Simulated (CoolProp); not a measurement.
Ethylene along the isotherm 42.95 °C: density (kg/m³) from the reference equation and from simpler models built on Tc = 9.2 °C, pc = 50.42 bar, ω = 0.087; each cubic takes its own stable root.

The numbers come from the reference Helmholtz-energy equation of state, Smukala 2000 in CoolProp.

```
p (bar)          phase  reference
-------  -------------  ---------
5.04               gas      5.512
10.1               gas      11.33
15.1               gas      17.41
20.2               gas      23.97
25.2               gas      30.83
30.3               gas      38.32
35.3               gas      46.24
40.3               gas      54.82
45.4               gas      64.39
50.4               gas      74.76
55.5     supercritical      86.56
60.5     supercritical      99.63
65.5     supercritical      114.5
70.6     supercritical      132.0
75.6     supercritical      151.5
```

How far does each simpler model (ideal gas, Redlich-Kwong, Soave-Redlich-Kwong, Peng-Robinson) lie from the reference over these 15 states: mean and median of the absolute difference, and the worst?


- ideal gas: mean 22.7 %, median 21.5 %, worst -46.7 % at 42.95 °C and 75.6 bar
- Redlich-Kwong: mean 0.5 %, median 0.5 %, worst +0.8 % at 42.95 °C and 60.5 bar
- Soave-Redlich-Kwong: mean 0.9 %, median 0.2 %, worst -4.2 % at 42.95 °C and 75.6 bar
- Peng-Robinson: mean 2.3 %, median 2.6 %, worst +3.5 % at 42.95 °C and 55.5 bar
